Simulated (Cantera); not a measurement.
What does this Cantera script print?

```python
import numpy as np
import cantera as ct

gas_names = [...]  # 110 gases of nasa_gas.yaml made of C, H, O
cond_names = """
    C(gr) C6H6(L) C7H8(L) C8H18(L),n-octa H2O(s) H2O(L)
""".split()


# ... load() reads the species with a 1 bar reference pressure and builds the phases ...
atoms = {
    'CH4': {'C': 1, 'H': 4},
    'H2O': {'H': 2, 'O': 1},
    'H2': {'H': 2},
    'O2': {'O': 2},
}
top_T = {'C(gr)': 4500}  # K; cautious upper limits of use, not melting points


# ... equilibrate(T, P, feed) seeds the gas with the atoms and calls Mixture.equilibrate('TP', solver="vcs", rtol=1e-11, max_steps=5000) ...
results = []
feed = {'CH4': 1, 'H2O': 1.9, 'H2': 0.64, 'O2': 0.22}  # mol
T = 1975  # K
for P in [10, 72, 520, 3700, 27000, 190000, 1400000, 10000000]:
    mix = equilibrate(T, P, feed)
    results.append((T, P, feed, dict(zip(mix.species_names, mix.species_moles))))
    x = sorted(zip(gas.X, gas.species_names), reverse=True)
    print(f"T = {T:g} K  P = {P:g} Pa  gas = {mix.phase_moles(0):.4g} mol")
    print("   x: " + "  ".join(f"{s} {v:.3e}" for v, s in x if v > 1e-05))
    print("   condensed (mol): " + ("  ".join(f"{mix.phase(i).name} {mix.phase_moles(i):.4g}"
          for i in range(1, mix.n_phases) if mix.phase_moles(i) > 1e-12) or "none"))
```

Output:

```
T = 1975 K  P = 10 Pa  gas = 5.842 mol
   x: H2 5.156e-01  H2O 2.106e-01  CO 1.569e-01  H 9.825e-02  CO2 1.427e-02  OH 3.824e-03  O 5.361e-04  O2 9.470e-05
   condensed (mol): none
T = 1975 K  P = 72 Pa  gas = 5.653 mol
   x: H2 5.621e-01  H2O 2.213e-01  CO 1.627e-01  H 3.823e-02  CO2 1.426e-02  OH 1.434e-03  O 7.178e-05  O2 1.222e-05
   condensed (mol): none
T = 1975 K  P = 520 Pa  gas = 5.582 mol
   x: H2 5.806e-01  H2O 2.253e-01  CO 1.649e-01  H 1.446e-02  CO2 1.425e-02  OH 5.346e-04
   condensed (mol): none
T = 1975 K  P = 3700 Pa  gas = 5.556 mol
   x: H2 5.876e-01  H2O 2.268e-01  CO 1.658e-01  CO2 1.424e-02  H 5.453e-03  OH 2.005e-04
   condensed (mol): none
T = 1975 K  P = 27000 Pa  gas = 5.546 mol
   x: H2 5.903e-01  H2O 2.273e-01  CO 1.661e-01  CO2 1.424e-02  H 2.023e-03  OH 7.424e-05
   condensed (mol): none
T = 1975 K  P = 190000 Pa  gas = 5.542 mol
   x: H2 5.913e-01  H2O 2.275e-01  CO 1.662e-01  CO2 1.424e-02  H 7.633e-04  OH 2.799e-05
   condensed (mol): none
T = 1975 K  P = 1.4e+06 Pa  gas = 5.541 mol
   x: H2 5.916e-01  H2O 2.276e-01  CO 1.662e-01  CO2 1.424e-02  H 2.813e-04  OH 1.031e-05
   condensed (mol): none
T = 1975 K  P = 1e+07 Pa  gas = 5.539 mol
   x: H2 5.916e-01  H2O 2.277e-01  CO 1.662e-01  CO2 1.424e-02  H 1.052e-04  CH4 8.893e-05
   condensed (mol): none
```

Cantera equilibrium calculation (NASA polynomials, part measured and part estimated; ideal gas, pure solids and liquids). The ideal-gas law is rough above about 30 bar.
